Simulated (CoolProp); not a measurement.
A simple Rankine cycle with propyne: condensing at 321.15 K, boiler at 2.89 MPa, turbine inlet 405.7 K, turbine efficiency 0.75, pump efficiency 0.8, no recuperator. Each further row changes one setting.

Model: reference Helmholtz-energy equation of state, Polt 1992, in CoolProp. This equation is an older, rougher fit; its heat capacities, sound speeds and derivatives of the liquid may be far off and weren't checked against measurements.

```json
[
 {"case": "as stated", "thermal efficiency (%)": "…", "net work (kJ/kg)": "45.1", "heat in (kJ/kg)": "553", "turbine exit temperature (K)": "360.5", "volume ratio over the turbine": "2.66"},
 {"case": "turbine inlet 425.7 K", "thermal efficiency (%)": "8.3", "net work (kJ/kg)": "49.5", "heat in (kJ/kg)": "599", "turbine exit temperature (K)": "381.9", "volume ratio over the turbine": "…"},
 {"case": "condensing temperature 313.15 K", "thermal efficiency (%)": "…", "net work (kJ/kg)": "…", "heat in (kJ/kg)": "573", "turbine exit temperature (K)": "352.3", "volume ratio over the turbine": "3.24"},
 {"case": "boiler pressure 2.02 MPa", "thermal efficiency (%)": "5.5", "net work (kJ/kg)": "31.7", "heat in (kJ/kg)": "575", "turbine exit temperature (K)": "378.7", "volume ratio over the turbine": "…"},
 {"case": "turbine efficiency 0.65", "thermal efficiency (%)": "7.0", "net work (kJ/kg)": "38.6", "heat in (kJ/kg)": "553", "turbine exit temperature (K)": "363.9", "volume ratio over the turbine": "2.69"}
]
```

**Question.** Fill in the missing entries.

**Answer.** 
- as stated, thermal efficiency (%): 8.2
- turbine inlet 425.7 K, volume ratio over the turbine: 2.63
- condensing temperature 313.15 K, thermal efficiency (%): 9.5
- condensing temperature 313.15 K, net work (kJ/kg): 54.7
- boiler pressure 2.02 MPa, volume ratio over the turbine: 1.84
